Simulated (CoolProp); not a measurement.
A closed Brayton cycle with carbon dioxide: compressor inlet 327.15 K and 8.4 MPa, high pressure 18.7 MPa, turbine inlet 965 K, compressor efficiency 0.85, turbine efficiency 0.93, recuperator effectiveness 0.95 (on enthalpy, no pinch check). Each further row changes one setting.

Computed with CoolProp (reference Helmholtz-energy equation of state, Span 1996).

```tsv
case	thermal efficiency (%)	net work (kJ/kg)	compressor to turbine work	compressor exit (K)	turbine exit (K)
as stated	40.5	90.3	0.31	394.3	855.1
turbine inlet 915 K	39.0	83.1	0.33	394.3	809.0
compressor inlet 337.15 K	___	___	___	408.9	855.1
high pressure 15.9 MPa	38.8	74.2	0.29	___	___
recuperator effectiveness 0.5	___	90.3	0.31	394.3	855.1
```

### Question
Fill in the missing entries.

### Answer

- compressor inlet 337.15 K, thermal efficiency (%): 39.9
- compressor inlet 337.15 K, net work (kJ/kg): 85.3
- compressor inlet 337.15 K, compressor to turbine work: 0.35
- high pressure 15.9 MPa, compressor exit (K): 380.4
- high pressure 15.9 MPa, turbine exit (K): 876.8
- recuperator effectiveness 0.5, thermal efficiency (%): 19.4
